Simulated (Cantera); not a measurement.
A closed system holds: 1 mol FeCl2, a varied amount of H2, held at 2050 K and 0.133 bar.

Cantera equilibrium calculation (NASA polynomials, part measured and part estimated; ideal gas, pure solids and liquids). Candidate condensed phases: Fe, FeCl2, FeCl3; 11 gas species. The numbers say what is thermodynamically allowed, not how fast it happens.

Task: Which condensed phases are stable at each of these points (n(H2) (mol)): 57, 70, 86, 110, 130, 160, 200, 240, 290, 360, 440?

Result: 
| n(H2) (mol) | condensed phases | Fe condensed (%) |
|---|---|---|
| 57 | Fe(l) | 64.5 |
| 70 | Fe(l) | 59.6 |
| 86 | Fe(l) | 53.1 |
| 110 | Fe(l) | 42.7 |
| 130 | Fe(l) | 33.8 |
| 160 | Fe(l) | 20.2 |
| 200 | Fe(l) | 1.7 |
| 240 | gas only | 0.0 |
| 290 | gas only | 0.0 |
| 360 | gas only | 0.0 |
| 440 | gas only | 0.0 |

From 57 mol H2 to 200 mol H2 the condensed part is Fe(l). From 240 mol H2 to 440 mol H2 nothing is condensed.
